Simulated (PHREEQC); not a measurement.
Consider water at 31 °C with 0.003 mol NiSO4, 0.0036 mol MgSO4, 0.091 mol NaHCO3 and 0.0033 mol Na2SO4 per kg of water. Closed to the air; pH follows from the charge balance.

Computed with PHREEQC (ion-association model, wateq4f.dat).

```yaml
pH: 7.46
ionic_strength: 0.110 mol/kgw
total_alkalinity: 91.0 meq/kg
```

```csv
species,molality,activity,log γ
Na+,0.0936,0.0725,-0.111
HCO3-,0.0789,0.0616,-0.107
SO4-2,0.00791,0.00283,-0.446
CO2,0.00443,0.00454,0.011
NaHCO3,0.00245,0.00251,0.011
Mg+2,0.00210,0.000825,-0.405
NiCO3,0.00202,0.00208,0.011
NaSO4-,0.00137,0.00107,-0.107
Ni(CO3)2-2,0.000931,0.000334,-0.445
MgHCO3+,0.000805,0.000612,-0.119
MgSO4,0.000621,0.000637,0.011
CO3-2,0.000249,9.26e-5,-0.430
```

Precipitation was switched off in this run. Saturation is exceeded, for instance for Magnesite (slow to form); the values hold only as long as no solid forms. Species that the database lacks are ignored. The database's nickel carbonate constants are estimates that later reviews lower a good deal.
